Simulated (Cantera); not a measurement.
Input: 1 mol MgF₂, 140 mol H₂.

These are equilibrium values from Cantera (NASA tables, ideal gas, pure condensed phases), not measurements of a reactor. Candidate condensed phases: Mg, MgF₂; 17 gas species. The numbers say what is thermodynamically allowed, not how fast it happens.

Task: What condenses at these points (T in K, P in Pa): (1123, 46); (1223, 1000); (1623, 22000); (1623, 0.10); (1473, 0.10)?

Result: 
```
T (K)  P in Pa  condensed phases  Mg condensed (%)
-----  -------  ----------------  ----------------
1123        46              MgF₂              98.8
1223      1000              MgF₂              98.8
1623     22000              MgF₂              33.1
1623      0.10          gas only               0.0
1473      0.10          gas only               0.0
```
